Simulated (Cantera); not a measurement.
Input: 1 mol Fe3O4, 1100 mol H2, 12 mol N2, at 10.0 mbar.

Cantera equilibrium calculation (NASA polynomials, part measured and part estimated; ideal gas, pure solids and liquids). Candidate condensed phases: Fe, FeO, Fe(OH)2, Fe(OH)3, Fe2O3, Fe3O4, H2O; 27 gas species. Kinetics and transport are ignored. All values below are at 1475 K.

Base state: H2 0.985, N2 0.0108, H2O 0.00360, H 0.000129 (mole fractions); condensed: Fe(γ).

What changes in the equilibrium state with this change: Fe3O4 replaced by CuO?


```
species       before     after
----------  --------  --------
H2             0.985     0.988
N2            0.0108    0.0108
H2O          0.00360  0.000899
Cu                 0  0.000536
H           0.000129  0.000129
Fe(γ), mol      2.99         0
Cu(l), mol         0     0.403
```
Further candidate phases: Cu, CuO, Cu(OH)2, Cu2O.
